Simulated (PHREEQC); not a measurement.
Dissolve 0.0078 mol CdCl2, 0.0016 mol NaCl, 0.00081 mol H2SO4 and 0.0002 mol NaOH per kg of water at 87 °C. Closed to the air; pH follows from the charge balance.

All values are PHREEQC results (ion-association model, wateq4f.dat), not measurements.

Task: The ionic strength comes out as 0.0191 mol/kgw. What activity coefficients do Cl-, Na+, Cd+2, CdCl3-, NaSO4- get?

Result: Cl- 0.85, Na+ 0.86, Cd+2 0.54, CdCl3- 0.86, NaSO4- 0.86.

This is a speciation only: nothing precipitates in the calculation. Constants without temperature data keep their 25 °C values here.
